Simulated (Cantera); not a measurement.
Mixture: CH₄ : H₂ : O₂ : N₂ : CO₂ = 1.9 : 0.062 : 2.82 : 14.1 : 1.7 (molar parts), equivalence ratio 1.4, at 18.8 atm, adiabatic and at constant volume. Ignition delay is the time to a rise of 400 K.

Detailed kinetics in Cantera: GRI-Mech 3.0 (53 species, 325 reactions). The pressure lies above the range GRI-Mech 3.0 was tuned for (to about 10 atm).

Predict: delay at 1300 K; delay at 1400 K; delay at 1500 K; delay at 1600 K; apparent activation energy between 1550 and 1650 K.


| Item | Value |
|---|---|
| delay at 1300 K | 0.824 ms |
| delay at 1400 K | 0.338 ms |
| delay at 1500 K | 0.141 ms |
| delay at 1600 K | 60.2 µs |
| apparent activation energy between 1550 and 1650 K | 180 kJ/mol |
